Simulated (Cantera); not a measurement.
**Premixed flame**

A freely propagating, adiabatic, planar premixed flame of H₂ : O₂ : N₂ = 1 : 0.167 : 0.817 (molar parts), equivalence ratio 3.0, unburnt at 300 K and 0.650 bar; mixture-averaged transport, grid criteria slope 0.08 and curve 0.16, no radiation.

Cantera simulation using the H2/O2 subset of GRI-Mech 3.0, which has no nitrogen chemistry; the numbers are that mechanism's predictions, not measurements. Burning velocities carry a grid error of a few per cent, more on coarse grids.

```
z (mm)  T (K)  u (m/s)   x H₂     x O₂   x H₂O₂      x OH     x HO₂       x O
------  -----  -------  -----  -------  -------  --------  --------  --------
-2.04     300     1.74  0.504   0.0842    <1e-8     <1e-8     <1e-8     <1e-8
-1.36     300     1.74  0.504   0.0842    <1e-8     <1e-8     <1e-8     <1e-8
-1.02     300     1.74  0.504   0.0842    <1e-8     <1e-8     <1e-8     <1e-8
-0.679    301     1.74  0.504   0.0842  4.87e-8     <1e-8   2.34e-7     <1e-8
-0.339    348     1.99  0.496   0.0851  2.12e-5   1.05e-5  0.000115   1.61e-6
-0.170    592     3.29  0.469   0.0789  5.32e-5  0.000335  0.000171   6.64e-5
0         907     4.94  0.427   0.0608  6.90e-6  0.000297   6.15e-5  0.000329
0.170    1138     6.16  0.380   0.0331  2.96e-7  0.000474   2.63e-5  0.000711
0.339    1264     6.84  0.352   0.0121  9.88e-8  0.000479   9.05e-6  0.000479
0.679    1364     7.36  0.340  0.00111  3.36e-8  0.000375   7.64e-7   8.30e-5
1.36     1439     7.74  0.345  2.80e-5  2.46e-8  0.000359   1.85e-8   2.83e-5
2.71     1505     8.05  0.351  3.91e-6  1.75e-8  0.000312     <1e-8   1.59e-5
5.43     1557     8.30  0.356  1.78e-6    <1e-8  0.000234     <1e-8   7.43e-6
```
x: mole fraction of selected species; z is measured from the peak of heat release.

laminar burning velocity: 174 cm/s
thermal thickness: 0.679 mm
peak x(H₂O₂): 6.02e-5
peak x(OH): 0.000506
peak x(HO₂): 0.000264
peak x(O): 0.000713
